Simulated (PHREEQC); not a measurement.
A solution holds 0.027 mol/kgw CdCl2, at 25 °C. Closed to the air; pH follows from the charge balance.

Equilibrium calculation in PHREEQC: ion-association model, wateq4f.dat.

This is a speciation only: nothing precipitates in the calculation.

**Question.** Order these Cd species by the share of Cd that they hold, largest first: CdCl3-, CdCl2, Cd+2, CdCl+.

**Answer.** CdCl+ (57 %), Cd+2 (37 %), CdCl2 (5.7 %), CdCl3- (0.13 %)

**Question.** Order these Cl species by the share of Cl that they hold, largest first: CdCl+, CdCl3-, CdCl2, Cl-.

**Answer.** Cl- (65 %), CdCl+ (29 %), CdCl2 (5.7 %), CdCl3- (0.19 %)

The pH is 5.65 and the ionic strength 0.0453 mol/kgw.
